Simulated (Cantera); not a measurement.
**Hydrocarbon pyrolysis for carbon deposition**

An isothermal, constant-pressure homogeneous reactor starts with C2H6 : N2 = 0.11 : 13 (molar parts), at 1550 K and 0.00890 bar.

Cantera simulation using GRI-Mech 3.0 (53 species, 325 reactions); the numbers are that mechanism's predictions, not measurements. GRI-Mech 3.0 stops at C3 and has no aromatics, soot or wall deposition, so with more carbon than oxygen in the feed, carbon stays in small species such as C2H2 where larger ones or solid carbon would form. Radical loss at walls, strong at low pressure, is not modelled.

```tsv
t (s)	x C2H6	x C2H2	x C2H4	x H2	x CH4
3.00e-5	0.00837	<1e-12	4.43e-9	1.67e-9	2.58e-8
7.44e-5	0.00834	1.28e-12	4.60e-8	1.44e-8	1.58e-7
0.000185	0.00826	3.82e-11	5.36e-7	2.05e-7	9.70e-7
0.000458	0.00808	1.70e-9	7.11e-6	4.21e-6	5.88e-6
0.00114	0.00754	2.32e-7	0.000112	9.05e-5	3.46e-5
0.00282	0.00559	3.56e-5	0.00120	0.00114	0.000192
0.00698	0.00155	0.000893	0.00391	0.00517	0.000841
0.0173	4.63e-5	0.00430	0.00279	0.0106	0.00134
0.0430	3.49e-6	0.00658	0.000927	0.0134	0.00119
0.107	1.08e-6	0.00745	0.000207	0.0145	0.00104
0.264	4.19e-7	0.00772	3.69e-5	0.0150	0.000909
0.655	1.68e-7	0.00782	1.19e-5	0.0152	0.000794
1.63	7.01e-8	0.00788	5.35e-6	0.0154	0.000688
4.03	3.37e-8	0.00795	2.81e-6	0.0156	0.000575
10.0	1.81e-8	0.00802	1.59e-6	0.0158	0.000428
```
x: mole fraction; the columns are a selection and need not sum to one.

Equilibrium at this temperature and pressure: C2H6 <1e-12, C2H2 0.000850, C2H4 2.17e-8, H2 0.0165, CH4 2.76e-7 (gas phase only).
